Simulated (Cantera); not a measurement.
**Equilibrium for roasting and sulfation: MgO + SO3 + CO2**

A closed system holds: 1 mol MgO, 0.52 mol SO3, 0.072 mol CO2, equilibrated at 1.40 bar.

These are equilibrium values from Cantera (NASA tables, ideal gas, pure condensed phases), not measurements of a reactor. Candidate condensed phases: C, Mg, MgCO3, MgO, MgS, MgSO4, S; 26 gas species. Mutual solubility and eutectic melting of coexisting phases are not modelled. Rates play no part.

| T (K) | x CO2 | x SO2 | x O2 | x SO3 | x O | x CO | n MgO(s) | n MgSO4(s) |
|---|---|---|---|---|---|---|---|---|
| 1000 | 1.000 | 0.000180 | 8.99e-5 | 3.64e-6 | 1.26e-12 | 5.43e-9 | 0.480 | 0.520 |
| 1100 | 0.996 | 0.00274 | 0.00137 | 7.47e-5 | 7.81e-11 | 3.04e-8 | 0.480 | 0.520 |
| 1200 | 0.960 | 0.0260 | 0.0130 | 0.000902 | 2.42e-9 | 1.24e-7 | 0.482 | 0.518 |
| 1300 | 0.735 | 0.171 | 0.0857 | 0.00725 | 4.38e-8 | 3.25e-7 | 0.497 | 0.503 |
| 1400 | 0.0856 | 0.593 | 0.297 | 0.0247 | 4.36e-7 | 1.30e-7 | 1.00 | 0 |
| 1500 | 0.0851 | 0.600 | 0.300 | 0.0145 | 1.88e-6 | 6.43e-7 | 1.00 | 0 |
| 1600 | 0.0849 | 0.604 | 0.302 | 0.00910 | 6.74e-6 | 2.60e-6 | 1.00 | 0 |
| 1700 | 0.0848 | 0.606 | 0.303 | 0.00602 | 2.08e-5 | 8.93e-6 | 1.00 | 0 |
| 1800 | 0.0847 | 0.607 | 0.304 | 0.00416 | 5.67e-5 | 2.67e-5 | 1.00 | 0 |
x: gas mole fraction; n: condensed amount in mol.

From 1000 K to 1300 K the condensed part is MgO(s) + MgSO4(s). From 1400 K to 1800 K the condensed part is MgO(s).
